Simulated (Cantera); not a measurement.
Cantera with NASA thermochemical tables; ideal gases at 1 bar, condensed phases pure. Values are per mole of reaction as written; species without (g) are pure solids or liquids, kept so even where they would boil at 1 bar.

**Question.** Between 550 and 750 K, where is each reaction favourable under standard conditions?
- 3 TiCl₄(g) + 4 NH₃(g) → 3 Ti + 12 HCl(g) + 4 N(g)

**Answer.** 
- 3 TiCl₄(g) + 4 NH₃(g) → 3 Ti + 12 HCl(g) + 4 N(g): ΔG° is 2639 kJ at 550 K and 2409 kJ at 750 K; it stays positive (K < 1). ΔH° is 3275 kJ and ΔS° 1155 J/K at 750 K.
